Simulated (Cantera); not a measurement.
## Catalytic combustion on Pt

An isothermal plug-flow reactor at 675 K and 42000 Pa (inlet), inlet velocity 0.14 m/s, active area per volume 290 1/m; feed H₂ : O₂ : N₂ : H₂O = 0.01 : 0.057 : 0.79 : 0.035 (molar parts), equivalence ratio 0.088.

Computed with Cantera and Deutschmann's 1995 Pt surface mechanism with GRI-Mech 3.0 gas chemistry. Catalytic surfaces can have several steady states; this one follows from the mechanism file's or the stated starting coverage. Mass transfer to the wall is taken as infinitely fast.

```json
[
 {"z (m)": "5.4e-05", "x H₂": "0.00532", "x O₂": "0.0611", "x H₂O": "0.0453", "θ free Pt": "0.153", "θ O*": "0.835", "θ OH*": "0.0118"},
 {"z (m)": "9.5e-05", "x H₂": "0.00377", "x O₂": "0.0604", "x H₂O": "0.0469", "θ free Pt": "0.110", "θ O*": "0.880", "θ OH*": "0.0103"},
 {"z (m)": "0.00017", "x H₂": "0.00245", "x O₂": "0.0598", "x H₂O": "0.0482", "θ free Pt": "0.0724", "θ O*": "0.919", "θ OH*": "0.00865"},
 {"z (m)": "0.0003", "x H₂": "0.00151", "x O₂": "0.0593", "x H₂O": "0.0492", "θ free Pt": "0.0458", "θ O*": "0.947", "θ OH*": "0.00702"},
 {"z (m)": "0.00054", "x H₂": "0.000868", "x O₂": "0.0590", "x H₂O": "0.0498", "θ free Pt": "0.0281", "θ O*": "0.966", "θ OH*": "0.00558"},
 {"z (m)": "0.00095", "x H₂": "0.000479", "x O₂": "0.0589", "x H₂O": "0.0502", "θ free Pt": "0.0183", "θ O*": "0.977", "θ OH*": "0.00453"},
 {"z (m)": "0.0017", "x H₂": "0.000230", "x O₂": "0.0587", "x H₂O": "0.0505", "θ free Pt": "0.0129", "θ O*": "0.983", "θ OH*": "0.00383"},
 {"z (m)": "0.003", "x H₂": "8.74e-5", "x O₂": "0.0587", "x H₂O": "0.0506", "θ free Pt": "0.0104", "θ O*": "0.986", "θ OH*": "0.00345"},
 {"z (m)": "0.0054", "x H₂": "1.90e-5", "x O₂": "0.0586", "x H₂O": "0.0507", "θ free Pt": "0.00936", "θ O*": "0.987", "θ OH*": "0.00327"}
]
```
x: gas mole fraction; θ: surface coverage.
